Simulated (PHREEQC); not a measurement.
A column of 0.1 m (40 cells, dispersivity 0.008 m, 720 s a shift, diffusion coefficient 3e-10 m²/s) holds 0.048 eq of the database's cation exchanger X per kg of pore water, first in equilibrium with 0.42 mmol/kgw SrCl2, 19 mmol/kgw CaCl2 and 0.01 mmol/kgw HCl. It is flushed with 0.009 mol MgCl2, 0.00081 mol LiCl and 1e-05 mol HCl per kg of water, at 40 °C. Values are for the last cell. The system is closed to CO2. Precipitation was switched off in this run.

Model: ion-association model, phreeqc.dat, run in PHREEQC.

Question: Predict Mg in solution (mol/kgw), Li in solution (mol/kgw), Ca in solution (mol/kgw) at pore volumes = 0.5125, 3.263, 4.013.

Answer: 
```csv
pore volumes,Mg in solution (mol/kgw),Li in solution (mol/kgw),Ca in solution (mol/kgw)
0.5125,4.17e-6,2.50e-5,0.0184
3.263,0.00471,0.000802,0.00418
4.013,0.00596,0.000805,0.00296
```

Complexes and solids missing from the database can't appear. Constants without temperature data keep their 25 °C values here.
